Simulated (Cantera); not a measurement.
An adiabatic, constant-pressure homogeneous reactor starts with 37.1 % H₂, 13.2 % O₂, 49.7 % N₂, equivalence ratio 1.4, at 1425 K and 2.66 atm.

Model: GRI-Mech 3.0 (53 species, 325 reactions), integrated in Cantera. The hydrogen kinetics of GRI-Mech 3.0 are dated; newer H2 mechanisms differ, most at raised pressure.

Predict: time of steepest temperature rise; temperature at 0.100 s; equilibrium temperature; x(H₂) at 0.100 s; x(O₂) at 0.100 s; x(N₂O) at 0.100 s; x(NO) at 0.100 s; x(OH) at 0.100 s.


- time of steepest temperature rise: 6.57 µs
- temperature at 0.100 s: 2920 K
- equilibrium temperature: 2920 K
- x(H₂) at 0.100 s: 0.124 (gas-phase equilibrium 0.124)
- x(O₂) at 0.100 s: 0.00202 (gas-phase equilibrium 0.00202)
- x(N₂O) at 0.100 s: 2.77e-7 (gas-phase equilibrium 2.77e-7)
- x(NO) at 0.100 s: 0.00357 (gas-phase equilibrium 0.00357)
- x(OH) at 0.100 s: 0.0178 (gas-phase equilibrium 0.0178)
